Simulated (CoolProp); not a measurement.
Vapour-liquid equilibrium of benzene (1) + m-xylene (2) at 0.393 bar; x and y are mole fractions of (1).

The numbers come from the multi-fluid Helmholtz-energy mixture model, Thol 2012 and Zhou 2012; pair parameters Bell 2016 in CoolProp.

Give the bubble temperature and the first vapour's composition at x = 0.05, 0.65, 0.8. Is there an azeotrope?

x = 0.05: 373.6 K, y = 0.231; x = 0.65: 335.5 K, y = 0.932; x = 0.8: 330.6 K, y = 0.969. No azeotrope shows between x = 0.05 and 0.95.

The pair parameters rest on a limited set of measurements; away from them the model extrapolates.
